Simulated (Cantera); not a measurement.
**Equilibrium for aluminium nitride and oxide growth: AlI3 + NH3 + H2**

Input: 1 mol AlI3, 5.5 mol NH3, 37 mol H2, held at 19.0 mbar.

Method: chemical equilibrium by Gibbs-energy minimisation in Cantera with the NASA 1993 tables (ideal gas, pure condensed phases). Candidate condensed phases: Al, AlI3, AlN, I2; 19 gas species. Equilibrium is a limit: real reactors are often held back by kinetics, nucleation or transport.

| T (K) | log p H2 | log p HI | log p N2 | log p I | log p AlI | log p H | n AlN(s) |
|---|---|---|---|---|---|---|---|
| 823 | -1.77 | -2.94 | -3.06 | -4.98 | <-13 | -12.02 | 0.997 |
| 923 | -1.77 | -2.95 | -3.06 | -4.42 | -11.41 | -10.50 | 0.994 |
| 1023 | -1.77 | -2.98 | -3.06 | -3.99 | -9.47 | -9.27 | 0.991 |
| 1123 | -1.77 | -3.04 | -3.06 | -3.66 | -7.91 | -8.26 | 0.990 |
| 1223 | -1.77 | -3.12 | -3.06 | -3.42 | -6.66 | -7.41 | 0.991 |
| 1323 | -1.77 | -3.23 | -3.06 | -3.26 | -5.63 | -6.68 | 0.988 |
| 1423 | -1.77 | -3.37 | -3.06 | -3.16 | -4.80 | -6.06 | 0.955 |
| 1523 | -1.77 | -3.53 | -3.05 | -3.12 | -4.12 | -5.52 | 0.800 |
| 1623 | -1.77 | -3.74 | -3.02 | -3.15 | -3.62 | -5.05 | 0.360 |
log p: log10 of the partial pressure in bar; n: condensed amount in mol.

From 823 K to 1623 K the condensed part is AlN(s). The main Al-bearing gas is AlI3 at 823 K and AlI at 1623 K. The share of Al in condensed phases is highest at 823 K (99.7 %) and lowest at 1623 K (36.0 %).
